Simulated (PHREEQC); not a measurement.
A solution holds 0.0012 mol/kgw CuSO4 and 0.00015 mol/kgw CuCl2, at 25 °C. Closed to the air; pH follows from the charge balance.

The numbers come from PHREEQC with the ion-association model, wateq4f.dat.

Question: The ionic strength comes out as 0.00466 mol/kgw. What activity coefficients do Cu+2, Cu2(OH)2+2, Cl-, CuOH+, H+ get?

Answer: Cu+2 0.75, Cu2(OH)2+2 0.74, Cl- 0.93, CuOH+ 0.93, H+ 0.94.

This is a speciation only: nothing precipitates in the calculation. Examples of supersaturated solids here: Brochantite, Antlerite. Others may be too.
